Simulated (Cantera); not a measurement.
Feed: 1 mol SiH₂Cl₂, a varied amount of N₂, at 5.30 Pa.

These are equilibrium values from Cantera (NASA tables, ideal gas, pure condensed phases), not measurements of a reactor. Candidate condensed phases: NH₄Cl, Si, Si₃N₄; 28 gas species. N₂ is the only nitrogen source here; it is nearly inert below about 1500 K, so the nitride shown seldom forms there in practice. The tables' values for SiCl₃ are old estimates. The numbers say what is thermodynamically allowed, not how fast it happens.

Stable condensed phases, one row left out:

```
T in °C \ n(N₂) in mol
         0.73 0.96  1.3  1.6  2.1  2.8  3.6  4.8  6.2
   1800     A    A    A    A    A    A    A    A    A
   1700     A    A    A    A    A    A    A    A    A
   1600     A    A    A    A    A    A    A    A    A
   1500     B    B    B    B    B    B    A    A    A
   1400     B    B    B    B    B    B    B    B    B
   1200     B    B    B    B    B    C    C    C    C
   1100     C    C    C    C    C    C    C    C    C
   1000     C    C    C    C    C    C    C    C    C
    900     C    C    C    C    C    C    C    C    C
    800     C    C    C    C    C    C    C    C    C
    700     C    C    C    C    C    C    C    C    C
    600     C    C    C    C    C    C    C    C    C
    500     C    C    C    C    C    C    C    C    C
```

A: gas only; B: Si; C: Si₃N₄.

### Question
Give the row for 1300 °C.

### Answer
0.73: Si; 0.96: Si; 1.3: Si; 1.6: Si; 2.1: Si; 2.8: Si; 3.6: Si; 4.8: Si; 6.2: Si.
